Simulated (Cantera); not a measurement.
Feed: 1 mol n-butane, 35 mol H₂, equilibrated at 750 Torr.

These are equilibrium values from Cantera (NASA tables, ideal gas, pure condensed phases), not measurements of a reactor. Candidate condensed phases: C, C₆H₆, C₇H₈, C₈H₁₈; 76 gas species. Kinetics and transport are ignored. All values below are at 325 °C.

Base state: H₂ 0.889, CH₄ 0.111 (mole fractions); condensed: gas only.

Problem. What changes in the equilibrium state with this change: n-butane replaced by toluene?

Solution. 
| species | before | after |
|---|---|---|
| H₂ | 0.889 | 0.781 |
| CH₄ | 0.111 | 0.219 |
